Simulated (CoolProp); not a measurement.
Vapour-liquid equilibrium of toluene (1) + o-xylene (2) at 480.1 K; x and y are mole fractions of (1).

The numbers come from the multi-fluid Helmholtz-energy mixture model, Lemmon 2006 and Zhou 2012; pair parameters Bell 2016 in CoolProp.

```csv
x,"bubble pressure, mixture model (MPa)","bubble pressure, Raoult's law (MPa)","y, mixture model","y, Raoult's law"
0.05,0.4347,0.4368,0.087,0.097
0.15,0.4750,0.4800,0.243,0.265
0.25,0.5169,0.5232,0.379,0.405
0.35,0.5597,0.5663,0.497,0.523
0.45,0.6032,0.6095,0.600,0.625
0.55,0.6470,0.6527,0.691,0.714
0.65,0.6911,0.6959,0.771,0.791
0.75,0.7354,0.7391,0.843,0.860
0.85,0.7798,0.7823,0.910,0.920
0.95,0.8245,0.8255,0.971,0.975
```

The largest gap from Raoult's law is -1.2 % in bubble pressure, at x = 0.25. No azeotrope shows between x = 0.05 and 0.95.

The pair parameters rest on a limited set of measurements; away from them the model extrapolates.
